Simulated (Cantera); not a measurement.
Input: 1 mol SiH4, 0.12 mol H2O, equilibrated at 2098 K.

Method: chemical equilibrium by Gibbs-energy minimisation in Cantera with the NASA 1993 tables (ideal gas, pure condensed phases). Candidate condensed phases: H2O, Si, SiO2; 18 gas species. Gases not in the tables: Si2H6 and higher silanes. The numbers say what is thermodynamically allowed, not how fast it happens.

**Question.** Which condensed phases are stable at each of these points (P (Pa)): 5, 21, 85, 350, 1400, 5900, 24000, 100000?

**Answer.** 
```csv
P (Pa),condensed phases,Si condensed (%)
5,gas only,0.0
21,gas only,0.0
85,Si(l),42.8
350,Si(l),78.5
1400,Si(l),85.6
5900,Si(l),87.4
24000,Si(l),87.8
100000,Si(l),87.9
```

From 5.00 Pa to 21.0 Pa nothing is condensed. From 85.0 Pa to 1.00 bar the condensed part is Si(l).
